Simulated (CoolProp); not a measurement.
Vapour-liquid equilibrium of R143a (1) + R1234yf (2) at 49.5 kPa; x and y are mole fractions of (1).

The numbers come from the multi-fluid Helmholtz-energy mixture model, Lemmon and Jacobsen 2000 and Lemmon 2022; pair parameters Bell 2016 in CoolProp.

| x | bubble temperature, mixture model (°C) | bubble temperature, Raoult's law (°C) | y, mixture model | y, Raoult's law |
|---|---|---|---|---|
| 0.05 | -46.1 | -45.8 | 0.118 | 0.109 |
| 0.125 | -48.1 | -47.6 | 0.264 | 0.252 |
| 0.2 | (withheld) | -49.2 | 0.384 | 0.372 |
| 0.275 | -51.4 | -50.7 | 0.483 | 0.476 |
| 0.35 | -52.8 | -52.1 | 0.567 | 0.565 |
| 0.425 | (withheld) | -53.4 | 0.640 | 0.642 |
| 0.5 | -55.2 | -54.7 | 0.704 | 0.710 |
| 0.575 | -56.3 | -55.8 | 0.760 | 0.769 |
| 0.65 | -57.3 | -56.9 | (withheld) | 0.821 |
| 0.725 | -58.2 | -57.9 | 0.858 | 0.868 |
| 0.8 | -59.1 | -58.9 | 0.900 | 0.909 |
| 0.875 | -60.0 | -59.8 | (withheld) | 0.946 |
| 0.95 | (withheld) | -60.7 | 0.977 | 0.980 |

Problem. Some entries are withheld; supply them.

Solution. 
- 0.2, bubble temperature, mixture model (°C): -49.8
- 0.425, bubble temperature, mixture model (°C): -54.0
- 0.65, y, mixture model: 0.811
- 0.875, y, mixture model: 0.940
- 0.95, bubble temperature, mixture model (°C): -60.8

The largest gap from Raoult's law is -0.7 K in bubble temperature, at x = 0.275. No azeotrope shows between x = 0.05 and 0.95.

Pair parameters are fitted to limited data, so mixtures are less certain than the pure fluids.
